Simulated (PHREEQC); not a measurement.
# Alkaline etch or developer (model solution)

Make-up at 23 °C and 10 atm: 3.2 mmol/kgw NH3, 12 mmol/kgw H3BO3, 1.9 mmol/kgw K3PO4 and 6.3 mmol/kgw Na2SO4. Closed to the air; pH follows from the charge balance.

Computed with PHREEQC (ion-association model, phreeqc.dat).

| Item | Value |
|---|---|
| pH | 8.93 |
| ionic strength | 0.0280 mol/kgw |
| total alkalinity | 7.00 meq/kg |

```csv
species,molality,activity,log γ
Na+,0.0124,0.0106,-0.067
H3BO3,0.00769,0.00774,0.003
SO4-2,0.00590,0.00318,-0.268
K+,0.00557,0.00473,-0.071
H2BO3-,0.00431,0.00368,-0.069
NH4+,0.00230,0.00194,-0.075
HPO4-2,0.00184,0.000996,-0.267
NH3,0.000803,0.000808,0.003
NaSO4-,0.000194,0.000167,-0.066
```

This is a speciation only: nothing precipitates in the calculation.
